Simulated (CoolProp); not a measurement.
Properties of CH3F (R41) along the isobar 7790 kPa.

Values from CoolProp's reference Helmholtz-energy equation of state, Lemmon 2006. It is a short technical equation, of lower accuracy than the large ones.

```tsv
T (K)	phase	Z	speed of sound (m/s)	expansivity (1/kK)	fugacity coefficient
271.3	liquid	0.1649	704.7	4.129	0.2220
285.3	liquid	?	615.1	5.118	0.2978
299.3	liquid	0.1732	517.1	6.935	0.3833
313.3	liquid	0.1872	?	11.65	0.4750
327.2	supercritical	0.2441	?	47.64	0.5651
341.2	supercritical	0.4663	237.4	27.43	0.6330
355.2	supercritical	?	260.5	13.71	0.6812
369.1	supercritical	0.6571	277.6	9.432	0.7199
383.1	supercritical	0.7108	291.6	7.305	0.7525
397.1	supercritical	0.7523	303.7	6.029	0.7805
411	supercritical	0.7855	314.3	?	?
425	supercritical	0.8130	324.0	4.559	0.8255
```

### Question
What belongs in the gaps?

### Answer

- 285.3, Z: 0.1672
- 313.3, speed of sound (m/s): 402.0
- 327.2, speed of sound (m/s): 249.6
- 355.2, Z: 0.5838
- 411, expansivity (1/kK): 5.178
- 411, fugacity coefficient: 0.8044
